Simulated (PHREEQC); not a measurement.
A solution holds 0.021 mol/kgw ZnSO4, 5.8e-05 mol/kgw H3BO3 and 0.16 mol/kgw HCl, at 25 °C. Closed to the air; pH follows from the charge balance.

All values are PHREEQC results (ion-association model, phreeqc.dat), not measurements.

This is a speciation only: nothing precipitates in the calculation.

### Question
Order these S species by the share of S that they hold, largest first: HSO4-, Zn(SO4)2-2, SO4-2, ZnSO4.

### Answer
HSO4- (76 %), SO4-2 (17 %), ZnSO4 (5.9 %), Zn(SO4)2-2 (0.35 %)

### Question
Order these Zn species by the share of Zn that they hold, largest first: Zn+2, ZnSO4, Zn(SO4)2-2, ZnCl+, ZnCl2.

### Answer
Zn+2 (83 %), ZnCl+ (10 %), ZnSO4 (5.9 %), ZnCl2 (0.83 %), Zn(SO4)2-2 (0.17 %)

The pH is 0.94 and the ionic strength 0.202 mol/kgw. Complexes and solids missing from the database can't appear.
